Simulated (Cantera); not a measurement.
Cantera run, input and output.

```python
import numpy as np
import cantera as ct

gas = ct.Solution("gri30.yaml")
gas.TPX = 1375, 1000000, {'CO': 0.006, 'O2': 0.004, 'H2O': 0.0038, 'N2': 1}
reactor = ct.IdealGasConstPressureReactor(gas, energy="off", clone=False)
net = ct.ReactorNet([reactor])
net.rtol, net.atol = 1e-08, 1e-18
show = ['CO', 'O2', 'H2O', 'NO', 'OH', 'HO2']
times = np.geomspace(9e-05, 200, 12)

steps = ct.SolutionArray(gas, extra=["t"])
rows = []
print(f"{'t/s':>10s}{'T/K':>9s}{'P/Pa':>11s}" + "".join(f"{s:>11s}" for s in show))
for t in times:
    while net.time < t:
        t_next = net.step()
        steps.append(gas.state, t=t_next)
    rows.append([np.interp(t, steps.t, y) for y in (steps.T, steps.P, *steps(*show).X.T)])
    print(f"{t:10.3e}{rows[-1][0]:9.1f}{rows[-1][1]:11.4g}" + "".join(f"{x:11.3e}" for x in rows[-1][2:]))
rate = np.gradient(steps.T, steps.t)
print("integrator steps:", len(steps.t))
if steps.T.max() > steps.T[0] + 200:
    print(f"time of steepest temperature rise: {steps.t[rate.argmax()]:.4e} s")
gas.TPX = 1375, 1000000, {'CO': 0.006, 'O2': 0.004, 'H2O': 0.0038, 'N2': 1}
gas.equilibrate("TP")
print(f"equilibrium (TP): T = {gas.T:.1f} K  " + "  ".join(f"{s} {gas[s].X[0]:.3e}" for s in show))
```

Result:

```
       t/s      T/K       P/Pa         CO         O2        H2O         NO         OH        HO2
 9.000e-05   1375.0      1e+06  5.918e-03  3.946e-03  3.748e-03  1.112e-14  7.349e-09  9.213e-09
 3.398e-04   1375.0      1e+06  5.899e-03  3.933e-03  3.744e-03  2.071e-11  2.102e-06  2.249e-06
 1.283e-03   1375.0      1e+06  3.028e-03  2.506e-03  3.678e-03  1.632e-07  2.631e-05  4.080e-06
 4.844e-03   1375.0      1e+06  5.008e-04  1.241e-03  3.733e-03  4.716e-07  1.301e-05  1.322e-06
 1.829e-02   1375.0      1e+06  3.406e-05  1.004e-03  3.755e-03  5.705e-07  5.285e-06  1.639e-07
 6.905e-02   1375.0      1e+06  1.088e-06  9.889e-04  3.758e-03  5.929e-07  1.950e-06  7.393e-09
 2.607e-01   1375.0      1e+06  6.693e-08  9.888e-04  3.759e-03  5.984e-07  8.179e-07  6.809e-10
 9.843e-01   1375.0      1e+06  3.803e-08  9.889e-04  3.759e-03  5.990e-07  6.841e-07  4.551e-10
 3.716e+00   1375.0      1e+06  3.799e-08  9.889e-04  3.759e-03  5.995e-07  6.839e-07  4.548e-10
 1.403e+01   1375.0      1e+06  3.799e-08  9.889e-04  3.759e-03  6.016e-07  6.839e-07  4.548e-10
 5.297e+01   1375.0      1e+06  3.799e-08  9.889e-04  3.759e-03  6.092e-07  6.839e-07  4.548e-10
 2.000e+02   1375.0      1e+06  3.799e-08  9.888e-04  3.759e-03  6.383e-07  6.839e-07  4.548e-10
integrator steps: 1342
equilibrium (TP): T = 1375.0 K  CO 3.845e-08  O2 9.651e-04  H2O 3.759e-03  NO 4.795e-05  OH 6.798e-07  HO2 4.466e-10
```

Computed with Cantera and GRI-Mech 3.0 (53 species, 325 reactions).
